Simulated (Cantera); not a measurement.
Input: 1 mol Ti, 0.058 mol C₃H₈, held at 1825 °C and 36000 Pa.

Method: chemical equilibrium by Gibbs-energy minimisation in Cantera with the NASA 1993 tables (ideal gas, pure condensed phases). Candidate condensed phases: C, C₆H₆, C₇H₈, C₈H₁₈, Ti, TiC; 77 gas species. Mutual solubility and eutectic melting of coexisting phases are not modelled. TiC: taken at fixed stoichiometry. Condensed phases not in the tables: N, O or C dissolved in the metal. Rates play no part.

Base state: H₂ 0.995, H 0.00512, Ti 9.41e-5 (mole fractions); condensed: Ti(l) + TiC(s).

Q: What changes in the equilibrium state with this change: temperature from 1825 °C to 1550 °C?

A: 
```csv
species,before,after
H₂,0.995,0.999
H,0.00512,0.000723
Ti,9.41e-5,2.00e-6
"Ti(l), mol",0.826,0
"TiC(s), mol",0.174,0.174
"Ti(β), mol",0,0.826
```
